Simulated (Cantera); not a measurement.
Adiabatic ignition

An adiabatic, constant-pressure homogeneous reactor starts with 4.79 % C3H8, 20.0 % O2, 75.2 % N2, equivalence ratio 1.2, at 1225 K and 1.00 atm.

Model: GRI-Mech 3.0 (53 species, 325 reactions), integrated in Cantera. GRI-Mech 3.0 was tuned for natural gas; its chemistry of propane as a main component is partial and can be far from experiment.

| t (s) | T (K) | x C3H8 | x O2 | x C2H6 | x O | x NO | x NO2 |
|---|---|---|---|---|---|---|---|
| 1.00e-6 | 1225 | 0.0479 | 0.200 | 3.97e-12 | 6.92e-10 | <1e-12 | <1e-12 |
| 3.89e-6 | 1225 | 0.0479 | 0.200 | 2.65e-10 | 2.95e-9 | <1e-12 | <1e-12 |
| 1.52e-5 | 1225 | 0.0479 | 0.200 | 1.94e-8 | 4.65e-9 | <1e-12 | <1e-12 |
| 5.90e-5 | 1225 | 0.0479 | 0.200 | 1.38e-6 | 1.19e-8 | <1e-12 | <1e-12 |
| 0.000230 | 1224 | 0.0475 | 0.200 | 6.34e-5 | 2.58e-8 | <1e-12 | <1e-12 |
| 0.000894 | 1225 | 0.0457 | 0.199 | 0.000444 | 3.51e-8 | <1e-12 | <1e-12 |
| 0.00348 | 1254 | 0.0304 | 0.187 | 0.00230 | 5.63e-7 | <1e-12 | <1e-12 |
| 0.0136 | 2683 | <1e-12 | 0.00616 | <1e-12 | 0.00263 | 0.00488 | 6.26e-7 |
| 0.0528 | 2683 | <1e-12 | 0.00615 | <1e-12 | 0.00263 | 0.00493 | 6.31e-7 |
| 0.205 | 2683 | <1e-12 | 0.00615 | <1e-12 | 0.00263 | 0.00493 | 6.31e-7 |
| 0.800 | 2683 | <1e-12 | 0.00615 | <1e-12 | 0.00263 | 0.00493 | 6.31e-7 |
x: mole fraction; the columns are a selection and need not sum to one.

```json
{
 "time_of_steepest_temperature_rise": "3.83 ms",
 "temperature at 0.800 s": "2683 K",
 "equilibrium_temperature": "2683 K",
 "x(C3H8) at 0.800 s": "<1e-12 (gas-phase equilibrium <1e-12)",
 "x(O2) at 0.800 s": "0.00615 (gas-phase equilibrium 0.00615)",
 "x(C2H6) at 0.800 s": "<1e-12 (gas-phase equilibrium <1e-12)"
}
```
